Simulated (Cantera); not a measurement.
## Dilute partial oxidation

A perfectly stirred reactor is fed with 1.65 % CH2O, 1.36 % O2, 97.0 % N2, at 6.61 atm; it is held at 1000 K, and followed from long to short residence time.

Computed with Cantera and GRI-Mech 3.0 (53 species, 325 reactions).

```tsv
τ (s)	x CH2O	x O2	x HCN	x CH2	x C2H2	x CH2CO	x N2O
0.33	0.000284	0.00352	<1e-12	<1e-12	<1e-12	1.23e-10	1.79e-8
0.12	0.000536	0.00482	<1e-12	<1e-12	<1e-12	1.85e-10	8.25e-9
0.042	0.00105	0.00603	<1e-12	<1e-12	<1e-12	2.95e-10	3.49e-9
0.015	0.00213	0.00702	<1e-12	<1e-12	<1e-12	4.22e-10	1.53e-9
0.0053	0.00466	0.00809	<1e-12	<1e-12	<1e-12	4.11e-10	6.88e-10
0.0019	0.0102	0.0102	<1e-12	<1e-12	<1e-12	1.04e-10	2.64e-10
0.00067	0.0154	0.0129	<1e-12	<1e-12	<1e-12	2.42e-12	4.93e-11
```
x: mole fraction; the columns are a selection and need not sum to one.
